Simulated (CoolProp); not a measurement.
Saturation properties of C2F6 (R116) (Tc = 19.9 °C, pc = 3048 kPa, ω = 0.257).

Computed with CoolProp (reference Helmholtz-energy equation of state, Lemmon 2006). It is a short technical equation, of lower accuracy than the large ones.

| T (°C) | p (kPa) | vapour density (kg/m³) | enthalpy of vaporisation (kJ/kg) |
|---|---|---|---|
| -57.45 | 272.4 | 23.05 | 107.3 |
| -51.45 | 349.4 | 29.32 | 104.2 |
| -45.45 | 441.7 | 36.88 | 100.8 |
| -39.45 | 551.1 | 45.97 | 97.23 |
| -33.45 | 679.5 | 56.86 | 93.37 |
| -27.45 | 829.0 | 69.92 | 89.20 |
| -21.45 | 1002 | 85.60 | 84.65 |
| -15.45 | 1199 | 104.6 | 79.63 |

It boils at -78.1 °C under 1 atm.
